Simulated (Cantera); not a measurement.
What does this Cantera script print?

```python
import numpy as np
import cantera as ct

gas = ct.Solution("gri30.yaml")
gas.TPX = 1698, 17000, {'NO': 1, 'N2': 1.3}
reactor = ct.IdealGasConstPressureReactor(gas, energy="off", clone=False)
net = ct.ReactorNet([reactor])
net.rtol, net.atol = 1e-08, 1e-18
show = ['NO', 'NO2', 'O', 'N2', 'O2', 'N2O']
times = np.geomspace(8e-05, 100, 9)

steps = ct.SolutionArray(gas, extra=["t"])
rows = []
print(f"{'t/s':>10s}{'T/K':>9s}{'P/Pa':>11s}" + "".join(f"{s:>11s}" for s in show))
for t in times:
    while net.time < t:
        t_next = net.step()
        steps.append(gas.state, t=t_next)
    rows.append([np.interp(t, steps.t, y) for y in (steps.T, steps.P, *steps(*show).X.T)])
    print(f"{t:10.3e}{rows[-1][0]:9.1f}{rows[-1][1]:11.4g}" + "".join(f"{x:11.3e}" for x in rows[-1][2:]))
rate = np.gradient(steps.T, steps.t)
print("integrator steps:", len(steps.t))
if steps.T.max() > steps.T[0] + 200:
    print(f"time of steepest temperature rise: {steps.t[rate.argmax()]:.4e} s")
gas.TPX = 1698, 17000, {'NO': 1, 'N2': 1.3}
gas.equilibrate("TP")
print(f"equilibrium (TP): T = {gas.T:.1f} K  " + "  ".join(f"{s} {gas[s].X[0]:.3e}" for s in show))
```

It prints:

```
       t/s      T/K       P/Pa         NO        NO2          O         N2         O2        N2O
 8.000e-05   1698.0    1.7e+04  4.348e-01  1.604e-08  2.101e-07  5.652e-01  1.743e-10  2.254e-07
 4.626e-04   1698.0    1.7e+04  4.348e-01  4.242e-07  8.923e-07  5.652e-01  4.968e-09  1.294e-06
 2.675e-03   1698.0    1.7e+04  4.348e-01  5.826e-06  1.986e-06  5.652e-01  1.336e-07  7.166e-06
 1.547e-02   1698.0    1.7e+04  4.347e-01  3.798e-05  4.898e-06  5.652e-01  6.818e-06  3.267e-05
 8.944e-02   1698.0    1.7e+04  4.342e-01  7.207e-05  7.747e-06  5.654e-01  1.881e-04  6.873e-05
 5.172e-01   1698.0    1.7e+04  4.317e-01  8.293e-05  8.735e-06  5.667e-01  1.441e-03  6.971e-05
 2.991e+00   1698.0    1.7e+04  4.174e-01  1.242e-04  1.266e-05  5.738e-01  8.535e-03  6.452e-05
 1.729e+01   1698.0    1.7e+04  3.469e-01  2.071e-04  2.370e-05  6.091e-01  4.371e-02  4.333e-05
 1.000e+02   1698.0    1.7e+04  1.549e-01  1.635e-04  4.036e-05  7.051e-01  1.397e-01  8.336e-06
integrator steps: 852
equilibrium (TP): T = 1698.0 K  NO 2.919e-03  NO2 3.832e-06  O 4.962e-05  N2 7.811e-01  O2 2.159e-01  N2O 7.004e-08
```

Detailed kinetics in Cantera: GRI-Mech 3.0 (53 species, 325 reactions).
